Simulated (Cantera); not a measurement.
**Roasting and sulfation: FeS + H2S + N2 + O2**

A closed system holds: 1 mol FeS, 0.2 mol H2S, 35 mol N2, 0.36 mol O2, equilibrated at 1250 K and 10.0 Torr.

These are equilibrium values from Cantera (NASA tables, ideal gas, pure condensed phases), not measurements of a reactor. Candidate condensed phases: Fe, FeO, Fe(OH)2, Fe(OH)3, FeS, FeSO4, FeS2, Fe2O3, Fe2(SO4)3, Fe3O4, H2O, H2SO4, S; 38 gas species. Metal and sulfide melt together well below either melting point, which pure phases cannot show. Mutual solubility and eutectic melting of coexisting phases are not modelled. The tables' stoichiometric FeO is somewhat more stable than real wüstite, so its field is too wide. FeO, FeS: taken at fixed stoichiometry. Gases not in the tables: S3 to S7. Kinetics and transport are ignored.

```json
{
  "x(N2)": "0.986",
  "x(H2O)": "0.00475",
  "x(SO2)": "0.00447",
  "x(S2)": "0.00375",
  "x(H2)": "0.000792",
  "x(H2S)": "8.70e-5",
  "x(SO)": "5.97e-5",
  "x(S2O)": "1.83e-5",
  "x(SH)": "8.48e-6",
  "n(FeO(s))": "0.232 mol",
  "n(FeS(s))": "0.768 mol",
  "gas_amount": "35.49 mol",
  "log10 activity of Fe(γ) (absent)": "-1.30",
  "log10 activity of S(l) (absent)": "-3.04",
  "log10 activity of Fe(OH)2(s) (absent)": "-9.49"
}
```
